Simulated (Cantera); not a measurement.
Feed: 1 mol SiF4, 2.1 mol NH3, 3.4 mol H2, held at 825 K.

Method: chemical equilibrium by Gibbs-energy minimisation in Cantera with the NASA 1993 tables (ideal gas, pure condensed phases). Candidate condensed phases: Si, Si3N4; 37 gas species. Rates play no part.

Problem. At 5.00 Pa, list the 5 most abundant gas species with their mole fractions, and the condensed phases.

Solution. H2 0.762, N2 0.122, SiF4 0.116, HF 0.000196, SiHF3 2.97e-5. Condensed: Si3N4(s).
